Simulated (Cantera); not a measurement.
Feed: 1 mol TiO₂, 8.2 mol Cl₂, at 1202 °C and 10.0 mbar.

Method: chemical equilibrium by Gibbs-energy minimisation in Cantera with the NASA 1993 tables (ideal gas, pure condensed phases). Candidate condensed phases: Ti, TiCl₂, TiCl₃, TiCl₄, TiO, TiO₂, Ti₂O₃, Ti₃O₅, Ti₄O₇; 15 gas species. Equilibrium is a limit: real reactors are often held back by kinetics, nucleation or transport.

Base state: Cl₂ 0.594, Cl 0.379, TiCl₄ 0.0132, O₂ 0.0132, ClO 0.000111, TiOCl₂ 1.08e-5 (mole fractions); condensed: TiO₂(rutile).

Problem. What changes in the equilibrium state with this change: 0.17 mol H₂O added?

Solution. 
| species | before | after |
|---|---|---|
| Cl₂ | 0.594 | 0.569 |
| Cl | 0.379 | 0.371 |
| HCl | 0 | 0.0327 |
| TiCl₄ | 0.0132 | 0.00923 |
| O₂ | 0.0132 | 0.0174 |
| TiOCl₂ | 1.08e-5 | 8.98e-6 |
| ClO | 0.000111 | 0.000124 |
| TiO₂(rutile), mol | 0.866 | 0.904 |
Further candidate phases: H₂O.

Problem. What changes in the equilibrium state with this change: temperature from 1202 °C to 1375 °C?

Solution. 
```tsv
species	before	after
Cl	0.379	0.725
Cl₂	0.594	0.251
O₂	0.0132	0.0117
TiCl₄	0.0132	0.0117
TiOCl₂	1.08e-5	0.000129
TiCl₃	9.92e-6	8.83e-5
O	3.30e-6	2.74e-5
TiO₂(rutile), mol	0.866	0.847
```
